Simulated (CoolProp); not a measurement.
Vapour-liquid equilibrium of propane (1) + isobutane (2) at 330.7 K; x and y are mole fractions of (1).

Values from CoolProp's multi-fluid Helmholtz-energy mixture model, Lemmon 2009 and Bücker 2006; pair parameters Kunz 2012.

Problem. Give the bubble pressure and the first vapour's composition at x = 0.05, 0.15, 0.75. Is there an azeotrope?

Solution. x = 0.05: 8.729 bar, y = 0.094; x = 0.15: 9.770 bar, y = 0.256; x = 0.75: 16.66 bar, y = 0.848. No azeotrope shows between x = 0.05 and 0.95.

Pair parameters are fitted to limited data, so mixtures are less certain than the pure fluids.
